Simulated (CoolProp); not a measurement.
Computed with CoolProp (reference Helmholtz-energy equation of state, Akasaka 2024).

Q: For R1132(E), give the phase and the density (kg/m³), cp (kJ/(kg K)), expansivity (1/kK), fugacity coefficient at -28.15 °C and 0.776 MPa; -28.15 °C and 1.29 MPa; -28.15 °C and 2.33 MPa.

A: 
- -28.15 °C and 0.776 MPa: liquid; density 1080, cp 1.66, expansivity 2.46, fugacity coefficient 0.370
- -28.15 °C and 1.29 MPa: liquid; density 1080, cp 1.66, expansivity 2.44, fugacity coefficient 0.226
- -28.15 °C and 2.33 MPa: liquid; density 1090, cp 1.66, expansivity 2.40, fugacity coefficient 0.129
